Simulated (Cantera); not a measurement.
Cantera with NASA thermochemical tables; ideal gases at 1 bar, condensed phases pure. Values are per mole of reaction as written; species without (g) are pure solids or liquids, kept so even where they would boil at 1 bar.

10 H(g) + 2 Nb2O5 ⇌ 5 H2O2(g) + 4 Nb, with ΔH° = 937.3 kJ and ΔS° = -104.5 J/K at 300 K.

How far is the shortcut ΔG° ≈ ΔH°(300 K) − T·ΔS°(300 K) from the full temperature-dependent value at 1825, 2025, 2225, 2425, 2625 K?


```csv
T (K),shortcut (kJ),full (kJ),difference (kJ),difference in log10 K,condensed phases
1825,1127.9,1400.6,-272.6,7.80,"Nb2O5(l), Nb(s)"
2025,1148.8,1498.4,-349.6,9.02,"Nb2O5(l), Nb(s)"
2225,1169.7,1600.0,-430.2,10.10,"Nb2O5(l), Nb(s)"
2425,1190.6,1704.7,-514.1,11.07,"Nb2O5(l), Nb(s)"
2625,1211.5,1812.0,-600.5,11.95,"Nb2O5(l), Nb(s)"
```
The shortcut ignores heat capacities and the phase changes listed.
